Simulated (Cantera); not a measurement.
Feed: 1 mol SiC, 0.15 mol H₂O, 13 mol H₂, held at 1375 K and 58.0 Pa.

These are equilibrium values from Cantera (NASA tables, ideal gas, pure condensed phases), not measurements of a reactor. Candidate condensed phases: C, C₆H₆, C₇H₈, C₈H₁₈, H₂O, Si, SiC, SiO₂; 123 gas species. The numbers say what is thermodynamically allowed, not how fast it happens.

Task: What is the equilibrium state?

Result: 
| Quantity | Value |
|---|---|
| x(H₂) | 0.989 |
| x(CO) | 0.00564 |
| x(SiO) | 0.00564 |
| x(H) | 0.000141 |
| n(SiC(s)) | 0.925 mol |
| gas amount | 13.30 mol |
| log10 activity of Si(s) (absent) | -0.89 |
| log10 activity of C(graphite) (absent) | -1.48 |
